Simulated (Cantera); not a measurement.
# Hydrocarbon pyrolysis for carbon deposition

A perfectly stirred reactor is fed with C2H6 : N2 = 1 : 2.6 (molar parts), at 1.01 bar; it is held at 1575 K, and followed from long to short residence time.

Computed with Cantera and GRI-Mech 3.0 (53 species, 325 reactions). GRI-Mech 3.0 stops at C3 and has no aromatics, soot or wall deposition, so with more carbon than oxygen in the feed, carbon stays in small species such as C2H2 where larger ones or solid carbon would form.

```tsv
τ (s)	x C2H6	x C2H2	x C2H4	x CH2	x CH3	x HCN
0.80	8.80e-5	0.156	0.00696	8.63e-9	0.000102	4.02e-8
0.34	0.000170	0.153	0.00725	1.37e-8	0.000137	3.25e-8
0.15	0.000318	0.151	0.00804	2.21e-8	0.000182	2.93e-8
0.063	0.000606	0.149	0.00971	3.80e-8	0.000247	2.82e-8
0.027	0.00114	0.145	0.0127	6.52e-8	0.000333	2.79e-8
0.012	0.00209	0.139	0.0176	1.10e-7	0.000450	2.76e-8
0.0049	0.00421	0.129	0.0269	1.96e-7	0.000639	2.68e-8
0.0021	0.00836	0.113	0.0411	3.37e-7	0.000905	2.56e-8
```
x: mole fraction; the columns are a selection and need not sum to one.
